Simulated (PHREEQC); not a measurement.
## Brackish or sea water

A made-up water analysis in mmol/kgw, 35 °C, pH 6.55:

```json
[
 {"constituent": "Na", "mmol/kgw": "289"},
 {"constituent": "K", "mmol/kgw": "8.64"},
 {"constituent": "Ca", "mmol/kgw": "15.6"},
 {"constituent": "Mg", "mmol/kgw": "25.1"},
 {"constituent": "Cl", "mmol/kgw": "315"},
 {"constituent": "S(6)", "mmol/kgw": "37.3"},
 {"constituent": "Alkalinity (meq/kgw)", "mmol/kgw": "0.00306"},
 {"constituent": "Si", "mmol/kgw": "1.5"}
]
```

Valence states are taken as typed.

The numbers come from PHREEQC with the Pitzer model, pitzer.dat.

Precipitation was switched off in this run.

Estimate the activity of water, specific conductance, charge-balance error.

activity of water 0.989; specific conductance 41200 µS/cm; charge-balance error -1.4 %.

In which forms is C present?

HCO3- 74 %, CO2 26 % of the C.

Species that the database lacks are ignored.
